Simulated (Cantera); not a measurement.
Input: 1 mol acetone, 0.14 mol CO2, 45 mol H2, equilibrated at 3.90 bar.

Equilibrium computed with Cantera from the NASA thermochemical tables; the gas is ideal and each condensed phase is pure. Candidate condensed phases: C, C6H6, C7H8, C8H18, H2O; 110 gas species. The feed counts by its element totals alone. The numbers say what is thermodynamically allowed, not how fast it happens.

Question: At 802 °C, list the 4 most abundant gas species with their mole fractions, and the condensed phases.

Answer: H2 0.917, CH4 0.0556, H2O 0.0149, CO 0.0124. Condensed: gas only.
